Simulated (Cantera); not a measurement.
# Ignition delay

Mixture: CH3OH : O2 : N2 : CO2 = 1 : 1 : 3.7 : 0.21 (molar parts), equivalence ratio 1.5, at 0.470 bar, adiabatic and at constant pressure. Ignition delay is the time to a rise of 400 K.

Cantera simulation using GRI-Mech 3.0 (53 species, 325 reactions); the numbers are that mechanism's predictions, not measurements. GRI-Mech 3.0 was tuned for natural gas; its chemistry of methanol as a main component is partial and can be far from experiment.

```tsv
T0 (K)	delay (ms)
1250	7.83
1350	2.00
1450	0.644
1550	0.253
1650	0.116
1750	0.0600
1850	0.0340
```

The apparent activation energy between 1650 and 1850 K comes out as 160 kJ/mol.
